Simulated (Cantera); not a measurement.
A Cantera script and what it prints.

```python
import numpy as np
import cantera as ct

gas_names = """
    C CH CH2 CH3 CH4 C2 C2H C2H2,acetylene C2H2,vinylidene C2H3,vinyl C2H4 C2H5 C2H6 C3 C3H3,propargyl
    C3H4,allene C3H4,propyne C3H4,cyclo- C3H5,allyl C3H6,propylene C3H6,cyclo- C3H7,n-propyl
    C3H7,i-propyl C3H8 C4 C4H2 C4H4,1,3-cyclo- C4H6,butadiene C4H6,2-butyne C4H6,cyclo- C4H8,1-butene
    C4H8,cis2-buten C4H8,tr2-butene C4H8,isobutene C4H8,cyclo- C4H9,n-butyl C4H9,i-butyl C4H9,s-butyl
    C4H9,t-butyl C4H10,isobutane C4H10,n-butane C5 C5H6,1,3cyclo- C5H8,cyclo- C5H10,1-pentene
    C5H10,cyclo- C5H11,pentyl C5H11,t-pentyl C5H12,n-pentane C5H12,i-pentane CH3C(CH3)2CH3 C6H2
    C6H5,phenyl C6H6 C6H10,cyclo- C6H12,1-hexene C6H12,cyclo- C6H13,n-hexyl C7H7,benzyl C7H8
    C7H14,1-heptene C7H15,n-heptyl C7H16,n-heptane C8H8,styrene C8H10,ethylbenz C8H16,1-octene
    C8H17,n-octyl C8H18,isooctane C8H18,n-octane C9H19,n-nonyl C10H8,naphthale C10H21,n-decyl
    C12H9,o-bipheny C12H10,bipheny H H2 Si SiC SiC2 SiC4H12 SiH SiH2 SiH3 SiH4 Si2 Si2C Si3
""".split()
cond_names = """
    C(gr) C6H6(L) C7H8(L) C8H18(L),n-octa Si(cr) Si(L) SiC(b)
""".split()


def load(file, names, dense=False):
    # The tables refer to 1 bar. Condensed volumes are neglected.
    table = {s.name: s for s in ct.Species.list_from_file(file)}
    out = []
    for n in names:
        d = dict(table[n].input_data)
        d["thermo"] = dict(d["thermo"], **{"reference-pressure": 1e5})
        if dense:
            d["equation-of-state"] = {"model": "constant-volume", "density": "1e6 g/cm^3"}
        out.append(ct.Species.from_dict(d))
    return out


gas = ct.Solution(thermo="ideal-gas", species=load("nasa_gas.yaml", gas_names))
cond = {s.name: ct.Solution(thermo="fixed-stoichiometry", species=[s], name=s.name)
        for s in load("nasa_condensed.yaml", cond_names, dense=True)}
atoms = {
    'Si(CH3)4': {'Si': 1, 'C': 4, 'H': 12},
    'C2H2': {'C': 2, 'H': 2},
    'H2': {'H': 2},
}
top_T = {'C(gr)': 4500, 'SiC(b)': 3050}  # K; cautious upper limits of use, not melting points


def equilibrate(T, P, feed):
    n = {}
    for name, mol in feed.items():
        for a, k in atoms[name].items():
            n[a] = n.get(a, 0.0) + k * mol
    gas.TPX = T, P, n
    mass = sum(n.values()) * gas.mean_molecular_weight
    gas.equilibrate("TP")
    valid = [c for c in cond.values() if c.min_temp <= T <= top_T.get(c.name, c.max_temp)]
    mix = ct.Mixture([(gas, mass / gas.mean_molecular_weight)] + [(c, 0.0) for c in valid])
    mix.T, mix.P = T, P
    mix.equilibrate("TP", solver="vcs", rtol=1e-11, max_steps=5000)
    return mix


results = []
feed = {'Si(CH3)4': 1, 'C2H2': 0.078, 'H2': 9.2}  # mol
T = 1050  # K
P = 120  # Pa
mix = equilibrate(T, P, feed)
results.append((T, P, feed, dict(zip(mix.species_names, mix.species_moles))))
x = sorted(zip(gas.X, gas.species_names), reverse=True)
print(f"T = {T:g} K  P = {P:g} Pa  gas = {mix.phase_moles(0):.4g} mol")
print("   x: " + "  ".join(f"{s} {v:.3e}" for v, s in x if v > 1e-05))
print("   condensed (mol): " + ("  ".join(f"{mix.phase(i).name} {mix.phase_moles(i):.4g}"
      for i in range(1, mix.n_phases) if mix.phase_moles(i) > 1e-12) or "none"))
```

It prints:

```
T = 1050 K  P = 120 Pa  gas = 15.28 mol
   x: H2 9.999e-01  CH4 6.869e-05
   condensed (mol): C(gr) 3.155  SiC(b) 1
```

Method: chemical equilibrium by Gibbs-energy minimisation in Cantera with the NASA 1993 tables (ideal gas, pure condensed phases).
